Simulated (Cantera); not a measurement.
An adiabatic, constant-pressure homogeneous reactor starts with 17.6 % H₂, 17.3 % O₂, 65.1 % N₂, equivalence ratio 0.51, at 1050 K and 825 Torr.

Cantera simulation using GRI-Mech 3.0 (53 species, 325 reactions); the numbers are that mechanism's predictions, not measurements.

**Question.** Predict: time of steepest temperature rise; temperature at 0.900 s; equilibrium temperature; x(H₂) at 0.900 s; x(O₂) at 0.900 s; x(H₂O₂) at 0.900 s; x(N₂O) at 0.900 s; x(NO) at 0.900 s; x(HO₂) at 0.900 s; x(NO₂) at 0.900 s.

**Answer.** 
| Quantity | Result |
|---|---|
| time of steepest temperature rise | 0.140 ms |
| temperature at 0.900 s | 2254 K |
| equilibrium temperature | 2254 K |
| x(H₂) at 0.900 s | 0.000974 (gas-phase equilibrium 0.000974) |
| x(O₂) at 0.900 s | 0.0866 (gas-phase equilibrium 0.0866) |
| x(H₂O₂) at 0.900 s | 2.28e-7 (gas-phase equilibrium 2.28e-7) |
| x(N₂O) at 0.900 s | 4.79e-7 (gas-phase equilibrium 4.80e-7) |
| x(NO) at 0.900 s | 0.00868 (gas-phase equilibrium 0.00869) |
| x(HO₂) at 0.900 s | 5.09e-6 (gas-phase equilibrium 5.09e-6) |
| x(NO₂) at 0.900 s | 6.92e-6 (gas-phase equilibrium 6.92e-6) |
